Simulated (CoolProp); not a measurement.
Vapour-liquid equilibrium of R142b (1) + R113 (2) at 0.122 MPa; x and y are mole fractions of (1).

Model: multi-fluid Helmholtz-energy mixture model, Lemmon 2006 and Marx 1992; pair parameters Bell 2016, in CoolProp.

```json
[
 {"x": "0.05", "bubble temperature, mixture model (K)": "317.5", "bubble temperature, Raoult's law (K)": "319.1", "y, mixture model": "0.282", "y, Raoult's law": "0.252"},
 {"x": "0.2", "bubble temperature, mixture model (K)": "299.4", "bubble temperature, Raoult's law (K)": "303.1", "y, mixture model": "0.676", "y, Raoult's law": "0.644"},
 {"x": "0.35", "bubble temperature, mixture model (K)": "288.9", "bubble temperature, Raoult's law (K)": "292.4", "y, mixture model": "0.821", "y, Raoult's law": "0.810"},
 {"x": "0.5", "bubble temperature, mixture model (K)": "282.1", "bubble temperature, Raoult's law (K)": "284.7", "y, mixture model": "0.891", "y, Raoult's law": "0.895"},
 {"x": "0.65", "bubble temperature, mixture model (K)": "277.3", "bubble temperature, Raoult's law (K)": "278.7", "y, mixture model": "0.934", "y, Raoult's law": "0.944"},
 {"x": "0.8", "bubble temperature, mixture model (K)": "273.3", "bubble temperature, Raoult's law (K)": "273.9", "y, mixture model": "0.965", "y, Raoult's law": "0.974"},
 {"x": "0.95", "bubble temperature, mixture model (K)": "269.8", "bubble temperature, Raoult's law (K)": "269.9", "y, mixture model": "0.991", "y, Raoult's law": "0.995"}
]
```

The largest gap from Raoult's law is -3.7 K in bubble temperature, at x = 0.2. No azeotrope shows between x = 0.05 and 0.95.

Pair parameters are fitted to limited data, so mixtures are less certain than the pure fluids.
